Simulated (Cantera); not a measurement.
Charge: 1 mol SO2, 2.9 mol H2O, 0.055 mol O2, 0.06 mol H2, held at 101000 Pa.

Cantera equilibrium calculation (NASA polynomials, part measured and part estimated; ideal gas, pure solids and liquids). Candidate condensed phases: H2O, H2SO4, S; 19 gas species. Equilibrium is a limit: real reactors are often held back by kinetics, nucleation or transport.

Task: At 1525 °C, list the 6 most abundant gas species with their mole fractions, and the condensed phases.

Result: H2O 0.742, SO2 0.251, O2 0.00625, OH 0.000768, H2 0.000493, SO3 0.000211. Condensed: gas only.
